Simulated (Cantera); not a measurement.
Input: 1 mol MgO, 5.1 mol H2, at 1975 K.

Cantera equilibrium calculation (NASA polynomials, part measured and part estimated; ideal gas, pure solids and liquids). Candidate condensed phases: H2O, Mg, MgO, Mg(OH)2; 15 gas species. The tables' values for MgH are old estimates; treat these amounts as uncertain. The numbers say what is thermodynamically allowed, not how fast it happens.

x: gas mole fraction; n: condensed amount in mol.

| P (Pa) | x H2 | x H | x Mg | x H2O | x OH | n MgO(s) |
|---|---|---|---|---|---|---|
| 1 | 0.436 | 0.286 | 0.139 | 0.126 | [?] | 0 |
| 16 | 0.603 | 0.0840 | 0.157 | 0.154 | [?] | 0 |
| 250 | 0.854 | 0.0253 | 0.0602 | 0.0601 | [?] | 0.668 |
| 4000 | 0.961 | 0.00671 | 0.0159 | 0.0160 | [?] | 0.917 |
| 63000 | 0.990 | 0.00172 | 0.00405 | 0.00410 | [?] | 0.979 |
| 1000000 | 0.997 | 0.000432 | 0.00100 | 0.00105 | [?] | 0.995 |

**Question.** Complete the blanks.

**Answer.** 
- 1, x OH: 0.00789
- 16, x OH: 0.00205
- 250, x OH: 0.000170
- 4000, x OH: 1.06e-5
- 63000, x OH: 6.77e-7
- 1000000, x OH: 4.34e-8
